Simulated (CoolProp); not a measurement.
Vapour-liquid equilibrium of n-hexane (1) + m-xylene (2) at 158.55 °C; x and y are mole fractions of (1).

Values from CoolProp's multi-fluid Helmholtz-energy mixture model, Thol 2019 and Zhou 2012; pair parameters Bell 2016.

Task: Give the bubble pressure and the first vapour's composition at x = 0.15, 0.25, 0.85. Is there an azeotrope?

Result: x = 0.15: 2.794 bar, y = 0.473; x = 0.25: 3.614 bar, y = 0.630; x = 0.85: 7.846 bar, y = 0.947. No azeotrope shows between x = 0.05 and 0.95.

Pair parameters are fitted to limited data, so mixtures are less certain than the pure fluids.
